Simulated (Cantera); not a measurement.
A freely propagating, adiabatic, planar premixed flame of CH4 : O2 : N2 = 1 : 1.67 : 4.5 (molar parts), equivalence ratio 1.2, unburnt at 425 K and 1.48 atm; mixture-averaged transport, grid criteria slope 0.08 and curve 0.16, no radiation.

Cantera simulation using GRI-Mech 3.0 (53 species, 325 reactions); the numbers are that mechanism's predictions, not measurements. Burning velocities carry a grid error of a few per cent, more on coarse grids.

Question: Predict: laminar burning velocity; thermal thickness; peak x(HO2); peak x(O).

Answer: 
```
Quantity                      Value
------------------------  ---------
laminar burning velocity  96.2 cm/s
thermal thickness          0.200 mm
peak x(HO2)                0.000230
peak x(O)                   0.00288
```
